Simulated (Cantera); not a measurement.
Thermodynamics of carbon deposition, reforming and gasification, feed CH4 + NH3 + N2

Charge: 1 mol CH4, 0.051 mol NH3, 0.88 mol N2, at 72.0 bar.

These are equilibrium values from Cantera (NASA tables, ideal gas, pure condensed phases), not measurements of a reactor. Candidate condensed phases: C, C6H6, C7H8, C8H18; 92 gas species. The ideal-gas law is rough above about 30 bar. The numbers say what is thermodynamically allowed, not how fast it happens.

| T (K) | x CH4 | x N2 | x H2 | x NH3 | n C(graphite) |
|---|---|---|---|---|---|
| 523 | 0.513 | 0.456 | 0.0148 | 0.0163 | 0 |
| 573 | 0.510 | 0.456 | 0.0225 | 0.0111 | 0 |
| 623 | 0.508 | 0.457 | 0.0288 | 0.00674 | 0 |
| 673 | 0.506 | 0.457 | 0.0329 | 0.00391 | 0 |
| 723 | 0.505 | 0.457 | 0.0362 | 0.00236 | 0.00106 |
| 773 | 0.489 | 0.452 | 0.0566 | 0.00258 | 0.0222 |
| 823 | 0.468 | 0.445 | 0.0835 | 0.00276 | 0.0505 |
| 873 | 0.443 | 0.438 | 0.117 | 0.00289 | 0.0868 |
x: gas mole fraction; n: condensed amount in mol.

From 523 K to 673 K nothing is condensed. From 723 K to 873 K the condensed part is C(graphite). The main C-bearing gas is CH4 throughout.
